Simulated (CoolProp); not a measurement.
Vapour-liquid equilibrium of cis-2-butene (1) + methanol (2) at 366.3 K; x and y are mole fractions of (1).

The numbers come from the multi-fluid Helmholtz-energy mixture model, Lemmon 2005 and de Reuck 1993; pair parameters Bell 2016 in CoolProp.

```json
[
 {"x": "0.05", "bubble pressure, mixture model (MPa)": "0.5483", "bubble pressure, Raoult's law (MPa)": "0.3313", "y, mixture model": "0.482", "y, Raoult's law": "0.186"},
 {"x": "0.125", "bubble pressure, mixture model (MPa)": "0.8562", "bubble pressure, Raoult's law (MPa)": "0.4026", "y, mixture model": "0.672", "y, Raoult's law": "0.383"},
 {"x": "0.2", "bubble pressure, mixture model (MPa)": "1.057", "bubble pressure, Raoult's law (MPa)": "0.4738", "y, mixture model": "0.737", "y, Raoult's law": "0.521"},
 {"x": "0.275", "bubble pressure, mixture model (MPa)": "1.168", "bubble pressure, Raoult's law (MPa)": "0.5451", "y, mixture model": "0.764", "y, Raoult's law": "0.622"},
 {"x": "0.35", "bubble pressure, mixture model (MPa)": "1.219", "bubble pressure, Raoult's law (MPa)": "0.6163", "y, mixture model": "0.776", "y, Raoult's law": "0.701"},
 {"x": "0.425", "bubble pressure, mixture model (MPa)": "1.238", "bubble pressure, Raoult's law (MPa)": "0.6876", "y, mixture model": "0.781", "y, Raoult's law": "0.763"},
 {"x": "0.5", "bubble pressure, mixture model (MPa)": "1.244", "bubble pressure, Raoult's law (MPa)": "0.7588", "y, mixture model": "0.783", "y, Raoult's law": "0.813"},
 {"x": "0.575", "bubble pressure, mixture model (MPa)": "1.250", "bubble pressure, Raoult's law (MPa)": "0.8301", "y, mixture model": "0.785", "y, Raoult's law": "0.855"},
 {"x": "0.65", "bubble pressure, mixture model (MPa)": "1.260", "bubble pressure, Raoult's law (MPa)": "0.9013", "y, mixture model": "0.791", "y, Raoult's law": "0.890"},
 {"x": "0.725", "bubble pressure, mixture model (MPa)": "1.274", "bubble pressure, Raoult's law (MPa)": "0.9726", "y, mixture model": "0.804", "y, Raoult's law": "0.920"},
 {"x": "0.8", "bubble pressure, mixture model (MPa)": "1.287", "bubble pressure, Raoult's law (MPa)": "1.044", "y, mixture model": "0.828", "y, Raoult's law": "0.946"},
 {"x": "0.875", "bubble pressure, mixture model (MPa)": "1.291", "bubble pressure, Raoult's law (MPa)": "1.115", "y, mixture model": "0.868", "y, Raoult's law": "0.968"},
 {"x": "0.95", "bubble pressure, mixture model (MPa)": "1.271", "bubble pressure, Raoult's law (MPa)": "1.186", "y, mixture model": "0.934", "y, Raoult's law": "0.988"}
]
```

The largest gap from Raoult's law is +123.1 % in bubble pressure, at x = 0.2. y crosses x between x = 0.8 and 0.875: the model has an azeotrope there.

The pair parameters rest on a limited set of measurements; away from them the model extrapolates. With so large a gap from Raoult's law the liquid may split in two, which this calculation doesn't test in full.
